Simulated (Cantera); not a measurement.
Feed: 1 mol Si, 0.22 mol CO2, 570 mol N2, equilibrated at 2148.15 K and 0.190 Pa.

Equilibrium computed with Cantera from the NASA thermochemical tables; the gas is ideal and each condensed phase is pure. Candidate condensed phases: C, Si, SiC, SiO2, Si2N2O, Si3N4; 34 gas species. Kinetics and transport are ignored.

### Question
What is the equilibrium state?

### Answer
- x(N2): 0.998
- x(Si): 0.00137
- x(CO): 0.000385
- x(SiO): 0.000385
- x(N): 4.79e-6
- gas amount: 571.2 mol
- log10 activity of Si(l) (absent): -4.93
- log10 activity of C(graphite) (absent): -5.78
